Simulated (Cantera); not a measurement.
An isothermal, constant-pressure homogeneous reactor starts with CH2O : O2 : N2 = 0.01 : 0.005 : 1 (molar parts), equivalence ratio 2.0, at 1275 K and 2.90 bar.

Computed with Cantera and GRI-Mech 3.0 (53 species, 325 reactions).

x: mole fraction; the columns are a selection and need not sum to one.

| t (s) | x CH2O | x O2 | x CO2 | x OH | x NO | x CO | x HO2 |
|---|---|---|---|---|---|---|---|
| 2.00e-6 | 0.00985 | 0.00493 | <1e-12 | 1.36e-10 | <1e-12 | 8.07e-8 | 5.51e-8 |
| 8.53e-6 | 0.00985 | 0.00493 | <1e-12 | 5.53e-10 | <1e-12 | 6.71e-7 | 2.94e-7 |
| 3.64e-5 | 0.00985 | 0.00492 | 3.89e-11 | 6.12e-9 | <1e-12 | 6.48e-6 | 1.64e-6 |
| 0.000155 | 0.00952 | 0.00485 | 1.10e-7 | 2.81e-7 | <1e-12 | 0.000331 | 3.76e-5 |
| 0.000663 | 3.06e-9 | 0.00245 | 0.000398 | 7.11e-5 | 2.30e-8 | 0.00938 | 2.57e-6 |
| 0.00283 | 6.07e-10 | 6.33e-7 | 0.00326 | 5.06e-6 | 8.84e-7 | 0.00655 | 7.44e-10 |
| 0.0121 | 1.41e-10 | 1.14e-8 | 0.00365 | 8.15e-7 | 8.52e-7 | 0.00615 | 1.40e-11 |
| 0.0515 | 5.49e-11 | 4.38e-10 | 0.00386 | 1.64e-7 | 7.37e-7 | 0.00594 | <1e-12 |
| 0.220 | 3.70e-11 | 1.95e-11 | 0.00399 | ? | ? | 0.00581 | <1e-12 |
| 0.937 | 3.33e-11 | 1.02e-12 | 0.00408 | ? | ? | 0.00572 | <1e-12 |
| 4.00 | 3.26e-11 | <1e-12 | 0.00415 | 2.43e-9 | 6.44e-8 | 0.00566 | <1e-12 |

Task: What belongs in the gaps?

Result: 
- 0.220, x OH: 3.50e-8
- 0.220, x NO: 4.78e-7
- 0.937, x OH: 8.72e-9
- 0.937, x NO: 2.11e-7
